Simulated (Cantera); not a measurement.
Charge: 1 mol TEOS, 0.074 mol O2, 39 mol H2, equilibrated at 100000 Pa.

Method: chemical equilibrium by Gibbs-energy minimisation in Cantera with the NASA 1993 tables (ideal gas, pure condensed phases). Candidate condensed phases: C, C6H6, C7H8, C8H18, H2O, Si, SiC, SiO2; 123 gas species. The feed counts by its element totals alone. Mutual solubility and eutectic melting of coexisting phases are not modelled. The tables hold silica as quartz up to 1696 K and as liquid above; real silica turns to tridymite and cristobalite and melts near 1996 K. Rates play no part.

Task: Which condensed phases are stable at each of these points (T (K)): 1173, 1223, 1273, 1323, 1373, 1423, 1473, 1523, 1573, 1623, 1673, 1723, 1773, 1823?

Result: 
```tsv
T (K)	condensed phases	Si condensed (%)
1173	C(graphite) + SiO2(β-quartz)	100.0
1223	C(graphite) + SiO2(β-quartz)	100.0
1273	C(graphite) + SiO2(β-quartz)	100.0
1323	C(graphite) + SiO2(β-quartz)	100.0
1373	C(graphite) + SiO2(β-quartz)	100.0
1423	C(graphite) + SiO2(β-quartz)	100.0
1473	C(graphite) + SiO2(β-quartz)	100.0
1523	C(graphite) + SiO2(β-quartz)	99.7
1573	C(graphite) + SiC(s) + SiO2(β-quartz)	99.1
1623	C(graphite) + SiC(s)	98.7
1673	C(graphite) + SiC(s)	98.5
1723	C(graphite) + SiC(s)	98.2
1773	C(graphite) + SiC(s)	97.9
1823	C(graphite) + SiC(s)	97.5
```

From 1173 K to 1523 K the condensed part is C(graphite) + SiO2(β-quartz). At 1573 K the condensed part is C(graphite) + SiC(s) + SiO2(β-quartz). From 1623 K to 1823 K the condensed part is C(graphite) + SiC(s).
